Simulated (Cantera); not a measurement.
A closed system holds: 1 mol SiH4, a varied amount of N2, at 1100 K and 7.50 Torr.

Method: chemical equilibrium by Gibbs-energy minimisation in Cantera with the NASA 1993 tables (ideal gas, pure condensed phases). Candidate condensed phases: Si, Si3N4; 18 gas species. N2 is the only nitrogen source here; it is nearly inert below about 1500 K, so the nitride shown seldom forms there in practice. Mutual solubility and eutectic melting of coexisting phases are not modelled. The numbers say what is thermodynamically allowed, not how fast it happens.

log p: log10 of the partial pressure in bar; n: condensed amount in mol.

| n(N2) (mol) | log p H2 | log p N2 | log p NH3 | log p H | n Si(s) | n Si3N4(s) |
|---|---|---|---|---|---|---|
| 0.42 | -2.00 | -9.02 | -11.01 | -8.59 | 0.370 | 0.210 |
| 0.57 | -2.00 | -9.02 | -11.01 | -8.59 | 0.145 | 0.285 |
| 0.76 | -2.02 | -3.35 | … | -8.60 | 0 | 0.333 |
| 1 | -2.07 | -2.85 | -8.02 | -8.62 | 0 | 0.333 |
| 1.3 | -2.12 | -2.62 | -7.99 | -8.65 | 0 | 0.333 |
| 1.8 | -2.19 | -2.44 | -8.01 | -8.68 | 0 | 0.333 |
| 2.4 | -2.27 | -2.33 | … | -8.72 | 0 | 0.333 |
| 3.2 | -2.36 | -2.25 | … | -8.77 | 0 | 0.333 |
| 4.3 | -2.45 | -2.19 | … | -8.81 | 0 | 0.333 |

Task: Complete the blanks.

Result: 
- 0.76, log p NH3: -8.20
- 2.4, log p NH3: -8.07
- 3.2, log p NH3: -8.16
- 4.3, log p NH3: -8.27
